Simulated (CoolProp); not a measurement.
Computed with CoolProp (reference Helmholtz-energy equation of state, Span 1996).

Give the vapour pressure (MPa), surface tension (mN/m), vapour viscosity (µPa s) of saturated carbon dioxide at 226.1 K.


| T (K) | p (MPa) | surface tension (mN/m) | vapour viscosity (µPa s) |
|---|---|---|---|
| 226.1 | 0.768 | 14.3 | 11.4 |

Viscosity comes from a separate model (Laesecke 2017). Surface tension comes from a separate correlation (Mulero 2012).
